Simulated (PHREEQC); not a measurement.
Solution (25 °C): 58 mmol/kgw CdSO4 and 53 mmol/kgw NaCl. It is in equilibrium with CO2 at log p = -3.4 (atm). Otherwise closed; pH follows from the charge balance.

All values are PHREEQC results (ion-association model, wateq4f.dat), not measurements.

Precipitation was switched off in this run.

Question: Order these Cl species by the share of Cl that they hold, largest first: Cl-, CdCl2, CdCl+, CdCl3-.

Answer: Cl- (61 %), CdCl+ (34 %), CdCl2 (4.9 %), CdCl3- (0.15 %)

The pH is 5.60 and the ionic strength 0.158 mol/kgw. Complexes and solids missing from the database can't appear.
